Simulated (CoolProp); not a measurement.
Vapour-liquid equilibrium of R134a (1) + R124 (2) at 341.2 K; x and y are mole fractions of (1).

The numbers come from the multi-fluid Helmholtz-energy mixture model, Tillner-Roth 1994 and de Vries 1995; pair parameters Bell 2016 in CoolProp.

Question: Give the bubble pressure and the first vapour's composition at x = 0.05, 0.125, 0.425. Is there an azeotrope?

Answer: x = 0.05: 12.54 bar, y = 0.075; x = 0.125: 13.23 bar, y = 0.179; x = 0.425: 15.87 bar, y = 0.514. No azeotrope shows between x = 0.05 and 0.95.

The pair parameters rest on a limited set of measurements; away from them the model extrapolates.
